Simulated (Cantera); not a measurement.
Feed: 1 mol CuO, 1.1 mol CH4, 0.11 mol CO, held at 950 K.

Method: chemical equilibrium by Gibbs-energy minimisation in Cantera with the NASA 1993 tables (ideal gas, pure condensed phases). Candidate condensed phases: C, C6H6, C7H8, C8H18, Cu, CuO, Cu(OH)2, Cu2O, H2O; 113 gas species. Kinetics and transport are ignored.

### Question
At 10.0 bar, list the 5 most abundant gas species with their mole fractions, and the condensed phases.

### Answer
H2 0.358, H2O 0.255, CH4 0.214, CO2 0.0972, CO 0.0762. Condensed: C(graphite) + Cu(s).
